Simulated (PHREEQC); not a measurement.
A solution holds 0.01 mol/kgw H2S, 0.00019 mol/kgw HCl and 0.087 mol/kgw FeCl2, at 20 °C and 500 atm. Closed to the air; pH follows from the charge balance.

All values are PHREEQC results (ion-association model, phreeqc.dat), not measurements.

| quantity | before | after |
|---|---|---|
| pH | 3.28 | 3.91 |
| HS- (mol/kgw) | 3.69e-6 | 2.57e-6 |

Name the change that produced these shifts.
(A) FeCl2 left out
(B) FeCl2 from 0.087 to 0.0174 mol/kgw
(C) H2S from 0.01 to 0.02 mol/kgw
(D) 0.046 mol/kgw NaCl added
(E) diluted 5-fold with water

E, diluted 5-fold with water

Precipitation was switched off in this run. Some of these states are supersaturated (in Mackinawite, for instance). Under pressure, the constants of complexes without a molar volume in the database are unreliable.
